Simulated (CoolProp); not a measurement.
C3F8 (R218) at several states: density (kg/m³) from the reference equation and from simpler models built on Tc = 345.0 K, pc = 2.640 MPa, ω = 0.317; each cubic takes its own stable root.

Values from CoolProp's reference Helmholtz-energy equation of state, Lemmon 2006. It is a short technical equation, of lower accuracy than the large ones.

```json
[
 {"T (K)": "283.1", "p (MPa)": "1.83", "phase": "liquid", "reference": "1420"},
 {"T (K)": "251.9", "p (MPa)": "10.4", "phase": "liquid", "reference": "1602"},
 {"T (K)": "139", "p (MPa)": "0.287", "phase": "liquid", "reference": "1961"}
]
```

How far does each simpler model (van der Waals, Redlich-Kwong, Soave-Redlich-Kwong, Peng-Robinson) lie from the reference over these 3 states: mean and median of the absolute difference, and the worst?


- van der Waals: mean 36.4 %, median 37.1 %, worst -39.1 % at 139 K and 0.287 MPa
- Redlich-Kwong: mean 9.2 %, median 9.3 %, worst -12.0 % at 283.1 K and 1.83 MPa
- Soave-Redlich-Kwong: mean 6.0 %, median 6.9 %, worst -7.7 % at 139 K and 0.287 MPa
- Peng-Robinson: mean 5.9 %, median 5.5 %, worst +8.6 % at 251.9 K and 10.4 MPa
